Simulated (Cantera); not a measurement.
Charge: 1 mol Si, 0.37 mol O₂, 540 mol N₂, held at 1650 K and 1330 Pa.

These are equilibrium values from Cantera (NASA tables, ideal gas, pure condensed phases), not measurements of a reactor. Candidate condensed phases: Si, SiO₂, Si₂N₂O, Si₃N₄; 16 gas species. Rates play no part.

Problem. What is the equilibrium state?

Solution. 
```json
{
 "x(N₂)": "0.999",
 "x(SiO)": "0.000891",
 "x(Si)": "2.07e-6",
 "n(Si₂N₂O(s))": "0.259 mol",
 "gas_amount": "540.2 mol",
 "log10 activity of Si(s) (absent)": "-0.99"
}
```
